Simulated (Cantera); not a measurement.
Equilibrium for silicon nitride deposition: SiF4 + N2 + H2

Feed: 1 mol SiF4, 0.97 mol N2, a varied amount of H2, held at 1098 K and 13300 Pa.

Method: chemical equilibrium by Gibbs-energy minimisation in Cantera with the NASA 1993 tables (ideal gas, pure condensed phases). Candidate condensed phases: Si, Si3N4; 37 gas species. N2 is the only nitrogen source here; it is nearly inert below about 1500 K, so the nitride shown seldom forms there in practice. The tables' values for SiF3 are old estimates; treat these amounts as uncertain. Rates play no part.

From 0.61 mol H2 to 89 mol H2 the condensed part is Si3N4(s). The main Si-bearing gas is SiF4 throughout.

| n(H2) (mol) | log p H2 | log p SiF4 | log p N2 | log p HF | log p SiHF3 | n Si3N4(s) |
|---|---|---|---|---|---|---|
| 0.61 | -1.50 | -1.29 | -1.30 | -3.85 | -3.97 | 3.42e-5 |
| 1.2 | -1.30 | -1.38 | -1.39 | -3.79 | -3.92 | 6.42e-5 |
| 2.5 | -1.13 | -1.53 | -1.54 | -3.76 | -3.92 | 0.000122 |
| 5.2 | -1.02 | -1.73 | -1.74 | -3.79 | -3.99 | 0.000229 |
| 11 | -0.95 | -1.99 | -2.00 | -3.87 | -4.11 | 0.000423 |
| 21 | -0.91 | -2.24 | -2.25 | -3.95 | -4.24 | 0.000704 |
| 44 | -0.89 | -2.55 | -2.55 | -4.07 | -4.40 | 0.00123 |
| 89 | -0.88 | -2.85 | -2.85 | -4.19 | -4.57 | 0.00204 |
log p: log10 of the partial pressure in bar; n: condensed amount in mol.
